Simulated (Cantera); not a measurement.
Feed: 1 mol SiCl4, 2.1 mol Cl2, 7.2 mol H2, equilibrated at 1298.15 K and 0.100 bar.

Equilibrium computed with Cantera from the NASA thermochemical tables; the gas is ideal and each condensed phase is pure. The tables' values for SiCl3 are old estimates; treat these amounts as uncertain. The numbers say what is thermodynamically allowed, not how fast it happens.

```tsv
species	before	after
H2	0.482	0.488
HCl	0.422	0.415
SiCl4	0.0828	0.0900
SiCl2	0.00295	0.000241
SiCl3	0.00640	0.00190
SiH2Cl2	3.10e-5	3.59e-5
SiHCl3	0.00427	0.00479
```
Gas species are given as mole fractions.

Question: What was changed between the two runs?
A. temperature from 1298.15 K to 900 K
B. temperature from 1298.15 K to 1700 K
C. pressure from 0.100 bar to 1.40 bar
D. temperature from 1298.15 K to 1475 K

Answer: C, pressure from 0.100 bar to 1.40 bar
